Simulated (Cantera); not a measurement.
What does this Cantera script print?

```python
import numpy as np
import cantera as ct

gas_names = """
    C CH CH2 CH3 CH2OH CH3O CH4 CH3OH CO CO2 COOH C2 C2H CHCO,ketyl C2H2,acetylene C2H2,vinylidene
    CH2CO,ketene C2H3,vinyl CH3CO,acetyl C2H4 C2H4O,ethylen CH3CHO,ethanal CH3COOH (HCOOH)2 C2H5 C2H6
    CH3OCH3 C2H5OH C2O C3 C3H3,propargyl C3H4,allene C3H4,propyne C3H4,cyclo- C3H5,allyl C3H6,propylene
    C3H6,cyclo- C3H6O C3H7,n-propyl C3H7,i-propyl C3H8 C3H8O,1propanol C3H8O,2propanol C3O2 C4 C4H2
    C4H4,1,3-cyclo- C4H6,butadiene C4H6,2-butyne C4H6,cyclo- C4H8,1-butene C4H8,cis2-buten
    C4H8,tr2-butene C4H8,isobutene C4H8,cyclo- (CH3COOH)2 C4H9,n-butyl C4H9,i-butyl C4H9,s-butyl
    C4H9,t-butyl C4H10,isobutane C4H10,n-butane C5 C5H6,1,3cyclo- C5H8,cyclo- C5H10,1-pentene
    C5H10,cyclo- C5H11,pentyl C5H11,t-pentyl C5H12,n-pentane C5H12,i-pentane CH3C(CH3)2CH3 C6H2
    C6H5,phenyl C6H5O,phenoxy C6H6 C6H5OH,phenol C6H10,cyclo- C6H12,1-hexene C6H12,cyclo- C6H13,n-hexyl
    C7H7,benzyl C7H8 C7H8O,cresol C7H14,1-heptene C7H15,n-heptyl C7H16,n-heptane C8H8,styrene
    C8H10,ethylbenz C8H16,1-octene C8H17,n-octyl C8H18,isooctane C8H18,n-octane C9H19,n-nonyl
    C10H8,naphthale C10H21,n-decyl C12H9,o-bipheny C12H10,bipheny H HCO HO2 H2 HCHO,formaldehy HCOOH H2O
    H2O2 O OH O2 O3 Pb PbO Pb2
""".split()
cond_names = """
    C(gr) C6H6(L) C7H8(L) C8H18(L),n-octa H2O(s) H2O(L) Pb(cr) Pb(L) PbO(rd) PbO(yw) PbO(L) PbO2(s)
    Pb3O4(s)
""".split()


def load(file, names, dense=False):
    # The tables refer to 1 bar. Condensed volumes are neglected.
    table = {s.name: s for s in ct.Species.list_from_file(file)}
    out = []
    for n in names:
        d = dict(table[n].input_data)
        d["thermo"] = dict(d["thermo"], **{"reference-pressure": 1e5})
        if dense:
            d["equation-of-state"] = {"model": "constant-volume", "density": "1e6 g/cm^3"}
        out.append(ct.Species.from_dict(d))
    return out


gas = ct.Solution(thermo="ideal-gas", species=load("nasa_gas.yaml", gas_names))
cond = {s.name: ct.Solution(thermo="fixed-stoichiometry", species=[s], name=s.name)
        for s in load("nasa_condensed.yaml", cond_names, dense=True)}
atoms = {
    'PbO': {'Pb': 1, 'O': 1},
    'CH4': {'C': 1, 'H': 4},
    'CO': {'C': 1, 'O': 1},
}
top_T = {'C(gr)': 4500, 'Pb3O4(s)': 820}  # K; cautious upper limits of use, not melting points


def equilibrate(T, P, feed):
    n = {}
    for name, mol in feed.items():
        for a, k in atoms[name].items():
            n[a] = n.get(a, 0.0) + k * mol
    gas.TPX = T, P, n
    mass = sum(n.values()) * gas.mean_molecular_weight
    gas.equilibrate("TP")
    valid = [c for c in cond.values() if c.min_temp <= T <= top_T.get(c.name, c.max_temp)]
    mix = ct.Mixture([(gas, mass / gas.mean_molecular_weight)] + [(c, 0.0) for c in valid])
    mix.T, mix.P = T, P
    mix.equilibrate("TP", solver="vcs", rtol=1e-11, max_steps=5000)
    return mix


results = []
feed = {'PbO': 1, 'CH4': 3.6, 'CO': 0.012}  # mol
P = 133.322  # Pa
for T in [1500, 1575, 1650, 1725, 1800, 1875, 1950, 2025, 2100, 2175, 2250, 2325, 2400, 2475]:
    mix = equilibrate(T, P, feed)
    results.append((T, P, feed, dict(zip(mix.species_names, mix.species_moles))))
    x = sorted(zip(gas.X, gas.species_names), reverse=True)
    print(f"T = {T:g} K  P = {P:g} Pa  gas = {mix.phase_moles(0):.4g} mol")
    print("   x: " + "  ".join(f"{s} {v:.3e}" for v, s in x if v > 0.0001))
    print("   condensed (mol): " + ("  ".join(f"{mix.phase(i).name} {mix.phase_moles(i):.4g}"
          for i in range(1, mix.n_phases) if mix.phase_moles(i) > 1e-12) or "none"))
```

Result:

```
T = 1500 K  P = 133.322 Pa  gas = 9.214 mol
   x: H2 7.812e-01  CO 1.098e-01  Pb 1.085e-01  H 4.261e-04
   condensed (mol): C(gr) 2.6
T = 1575 K  P = 133.322 Pa  gas = 9.217 mol
   x: H2 7.807e-01  CO 1.098e-01  Pb 1.085e-01  H 1.006e-03
   condensed (mol): C(gr) 2.6
T = 1650 K  P = 133.322 Pa  gas = 9.222 mol
   x: H2 7.796e-01  CO 1.097e-01  Pb 1.084e-01  H 2.197e-03
   condensed (mol): C(gr) 2.599
T = 1725 K  P = 133.322 Pa  gas = 9.233 mol
   x: H2 7.775e-01  CO 1.096e-01  Pb 1.083e-01  H 4.485e-03
   condensed (mol): C(gr) 2.599
T = 1800 K  P = 133.322 Pa  gas = 9.252 mol
   x: H2 7.738e-01  CO 1.094e-01  Pb 1.081e-01  H 8.626e-03  C2H2,acetylene 1.357e-04
   condensed (mol): C(gr) 2.597
T = 1875 K  P = 133.322 Pa  gas = 9.285 mol
   x: H2 7.673e-01  CO 1.090e-01  Pb 1.077e-01  H 1.573e-02  C2H2,acetylene 2.431e-04
   condensed (mol): C(gr) 2.595
T = 1950 K  P = 133.322 Pa  gas = 9.34 mol
   x: H2 7.568e-01  CO 1.084e-01  Pb 1.071e-01  H 2.731e-02  C2H2,acetylene 4.136e-04
   condensed (mol): C(gr) 2.592
T = 2025 K  P = 133.322 Pa  gas = 9.426 mol
   x: H2 7.405e-01  CO 1.074e-01  Pb 1.061e-01  H 4.536e-02  C2H2,acetylene 6.701e-04
   condensed (mol): C(gr) 2.587
T = 2100 K  P = 133.322 Pa  gas = 9.557 mol
   x: H2 7.162e-01  CO 1.059e-01  Pb 1.046e-01  H 7.222e-02  C2H2,acetylene 1.035e-03
   condensed (mol): C(gr) 2.58
T = 2175 K  P = 133.322 Pa  gas = 9.75 mol
   x: H2 6.817e-01  H 1.104e-01  CO 1.038e-01  Pb 1.026e-01  C2H2,acetylene 1.521e-03
   condensed (mol): C(gr) 2.57
T = 2250 K  P = 133.322 Pa  gas = 10.02 mol
   x: H2 6.350e-01  H 1.621e-01  CO 1.010e-01  Pb 9.975e-02  C2H2,acetylene 2.126e-03
   condensed (mol): C(gr) 2.557
T = 2325 K  P = 133.322 Pa  gas = 10.4 mol
   x: H2 5.752e-01  H 2.285e-01  CO 9.730e-02  Pb 9.615e-02  C2H2,acetylene 2.812e-03
   condensed (mol): C(gr) 2.539
T = 2400 K  P = 133.322 Pa  gas = 10.9 mol
   x: H2 5.027e-01  H 3.089e-01  CO 9.287e-02  Pb 9.177e-02  C2H2,acetylene 3.505e-03  C2H 1.239e-04
   condensed (mol): C(gr) 2.518
T = 2475 K  P = 133.322 Pa  gas = 11.52 mol
   x: H2 4.209e-01  H 3.998e-01  CO 8.784e-02  Pb 8.680e-02  C2H2,acetylene 4.093e-03  C2H 2.646e-04  C3 2.517e-04
   condensed (mol): C(gr) 2.488
```

Equilibrium computed with Cantera from the NASA thermochemical tables; the gas is ideal and each condensed phase is pure.
